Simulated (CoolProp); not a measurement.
Carbon monoxide along the isobar 109 bar: fugacity coefficient from the reference equation and from simpler models built on Tc = 132.9 K, pc = 34.98 bar, ω = 0.050; each cubic takes its own stable root.

Computed with CoolProp (reference Helmholtz-energy equation of state, Lemmon 2006). It is a short technical equation, of lower accuracy than the large ones.

| T (K) | phase | reference |
|---|---|---|
| 124.3 | liquid | 0.2315 |
| 138.6 | supercritical | 0.3577 |
| 152.9 | supercritical | 0.4862 |
| 167.1 | supercritical | 0.5990 |
| 181.4 | supercritical | 0.6899 |
| 195.7 | supercritical | 0.7604 |
| 209.9 | supercritical | 0.8152 |
| 224.2 | supercritical | 0.8587 |
| 238.5 | supercritical | 0.8933 |

Task: How far does each simpler model (van der Waals, Peng-Robinson) lie from the reference over these 9 states: mean and median of the absolute difference, and the worst?

Result: 
- van der Waals: mean 8.1 %, median 6.0 %, worst +28.7 % at 124.3 K and 109 bar
- Peng-Robinson: mean 4.1 %, median 4.4 %, worst -5.0 % at 124.3 K and 109 bar
